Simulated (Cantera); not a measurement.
A closed system holds: 1 mol B2H6, 7.6 mol O2, equilibrated at 2348 K and 0.990 bar.

These are equilibrium values from Cantera (NASA tables, ideal gas, pure condensed phases), not measurements of a reactor. The feed counts by its element totals alone. Rates play no part.

| species | before | after |
|---|---|---|
| O2 | 0.519 | 0.473 |
| H2O | 0.248 | 0.221 |
| HBO2 | 0.174 | 0.148 |
| O | 0.00473 | 0.0389 |
| OH | 0.0173 | 0.0467 |
| BO2 | 0.0146 | 0.0377 |
| B2O3 | 0.0205 | 0.0167 |
| H | 0.000380 | 0.00930 |
| BO | 4.49e-5 | 0.00105 |
| H2 | 0.000939 | 0.00755 |
| HBO | 1.03e-5 | 7.87e-5 |
| HO2 | 2.92e-5 | 8.75e-6 |
Gas species are given as mole fractions.

Problem. Name the change that produced these shifts.
A) temperature from 2348 K to 925 K
B) O2 from 7.6 to 0.054 mol
C) temperature from 2348 K to 848 K
D) pressure from 0.990 bar to 0.0133 bar

Solution. D, pressure from 0.990 bar to 0.0133 bar
